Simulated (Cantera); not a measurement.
Input: 1 mol Si, 1.2 mol HBr, 7.7 mol N2, at 725 K and 0.100 bar.

Equilibrium computed with Cantera from the NASA thermochemical tables; the gas is ideal and each condensed phase is pure. Candidate condensed phases: Br2, Si, Si3N4; 28 gas species. N2 is the only nitrogen source here; it is nearly inert below about 1500 K, so the nitride shown seldom forms there in practice. Equilibrium is a limit: real reactors are often held back by kinetics, nucleation or transport.

Base state: N2 0.863, HBr 0.110, H2 0.0180, SiBr4 0.00900 (mole fractions); condensed: Si3N4(s).

**Question.** What changes in the equilibrium state with this change: pressure from 0.100 bar to 2.10 Pa?

**Answer.** 
| species | before | after |
|---|---|---|
| N2 | 0.863 | 0.858 |
| HBr | 0.110 | 0.129 |
| H2 | 0.0180 | 0.00864 |
| SiBr4 | 0.00900 | 0.00432 |
| Si3N4(s), mol | 0.309 | 0.321 |

**Question.** What changes in the equilibrium state with this change: HBr from 1.2 to 1.6 mol?

**Answer.** 
```json
[
 {"species": "N2", "before": "0.863", "after": "0.826"},
 {"species": "HBr", "before": "0.110", "after": "0.137"},
 {"species": "H2", "before": "0.0180", "after": "0.0244"},
 {"species": "SiBr4", "before": "0.00900", "after": "0.0122"},
 {"species": "Si3N4(s), mol", "before": "0.309", "after": "0.298"}
]
```

**Question.** What changes in the equilibrium state with this change: N2 from 7.7 to 0.16 mol?

**Answer.** 
```
species         before     after
-------------  -------  --------
H2              0.0180     0.660
SiBr4          0.00900     0.322
SiHBr3         2.43e-7    0.0154
N2               0.863     <1e-9
HBr              0.110   0.00228
SiH2Br2          <1e-9  0.000342
SiBr3          1.42e-9   1.49e-5
Si3N4(s), mol    0.309    0.0800
Si(s), mol           0     0.457
```
The tables' values for SiBr3 are old estimates; treat these amounts as uncertain.
